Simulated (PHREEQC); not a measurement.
A solution holds 0.24 mol/kgw CdCl2, 0.058 mol/kgw ZnCl2, 0.016 mol/kgw HCl and 0.00035 mol/kgw Na2SO4, at 15 °C. Closed to the air; pH follows from the charge balance.

The numbers come from PHREEQC with the ion-association model, phreeqc.dat.

This is a speciation only: nothing precipitates in the calculation.

### Question
Order these Cd species by the share of Cd that they hold, largest first: CdCl3-, CdCl+, CdCl2, Cd+2.

### Answer
CdCl+ (57 %), CdCl2 (30 %), Cd+2 (8.1 %), CdCl3- (4.7 %)

The pH is 1.91 and the ionic strength 0.370 mol/kgw. Complexes and solids missing from the database can't appear.
